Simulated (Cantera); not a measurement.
Input (Python, Cantera):

```python
import numpy as np
import cantera as ct

gas = ct.Solution("gri30.yaml")
gas.TPX = 1225, 2666, {'N2O': 1}
inlet = ct.Reservoir(gas, clone=True)

reactor = ct.IdealGasConstPressureReactor(gas, energy="off", clone=False)
exhaust = ct.Reservoir(gas, clone=True)
tau = [3, 1.2, 0.48, 0.19, 0.078, 0.032, 0.013, 0.0051, 0.0021, 0.00084, 0.00034][0]
for a, b in ((inlet, reactor), (reactor, exhaust)):
    ct.MassFlowController(a, b, mdot=lambda t: reactor.mass / tau)
net = ct.ReactorNet([reactor])
show = ['N2O', 'O2', 'N2', 'O', 'NO']

rows = []
print(f"{'tau/s':>10s}{'T/K':>9s}" + "".join(f"{s:>11s}" for s in show))
for tau in [3, 1.2, 0.48, 0.19, 0.078, 0.032, 0.013, 0.0051, 0.0021, 0.00084, 0.00034]:
    net.initial_time = 0.0
    net.advance(30 * tau)
    before = gas.X
    net.advance(40 * tau)
    drift = np.max(np.abs(gas.X - before) / (gas.X + 1e-9))
    rows.append([gas.T, *gas[show].X, drift])
    print(f"{tau:10.3e}{gas.T:9.1f}" + "".join(f"{x:11.3e}" for x in gas[show].X))
```

Output:

```
     tau/s      T/K        N2O         O2         N2          O         NO
 3.000e+00   1225.0  8.948e-01  3.104e-02  6.612e-02  2.675e-06  8.078e-03
 1.200e+00   1225.0  9.551e-01  1.325e-02  2.824e-02  2.677e-06  3.451e-03
 4.800e-01   1225.0  9.815e-01  5.448e-03  1.161e-02  2.677e-06  1.419e-03
 1.900e-01   1225.0  9.926e-01  2.180e-03  4.646e-03  2.675e-06  5.677e-04
 7.800e-02   1225.0  9.970e-01  8.973e-04  1.914e-03  2.671e-06  2.337e-04
 3.200e-02   1225.0  9.987e-01  3.674e-04  7.853e-04  2.661e-06  9.570e-05
 1.300e-02   1225.0  9.995e-01  1.480e-04  3.179e-04  2.637e-06  3.855e-05
 5.100e-03   1225.0  9.998e-01  5.672e-05  1.234e-04  2.575e-06  1.477e-05
 2.100e-03   1225.0  9.999e-01  2.214e-05  4.959e-05  2.440e-06  5.766e-06
 8.400e-04   1225.0  1.000e+00  7.813e-06  1.880e-05  2.153e-06  2.035e-06
 3.400e-04   1225.0  1.000e+00  2.455e-06  6.901e-06  1.671e-06  6.395e-07
```

Model: GRI-Mech 3.0 (53 species, 325 reactions), integrated in Cantera. GRI-Mech 3.0 was tuned for natural gas; its chemistry of N2O as a main component is partial and can be far from experiment. Radical loss at walls, strong at low pressure, is not modelled. The mechanism lacks the step 2 NO + O2 → 2 NO2, which can matter for NO2 below about 1400 K. The temperature is held fixed by assumption; the heat of reaction is taken as removed at once.
